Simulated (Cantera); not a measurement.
Standard-state values (1 bar) from the NASA 1993 polynomials, evaluated with Cantera. Values are per mole of reaction as written; species without (g) are pure solids or liquids, kept so even where they would boil at 1 bar.

Between 2848 and 2998 K, where is each reaction favourable under standard conditions?
- 2 VO₂(g) + NO(g) → N(g) + V₂O₅


- 2 VO₂(g) + NO(g) → N(g) + V₂O₅: ΔG° is 260 kJ at 2848 K and 299 kJ at 2998 K; it stays positive (K < 1). ΔH° is -481 kJ and ΔS° -260 J/K at 2998 K.
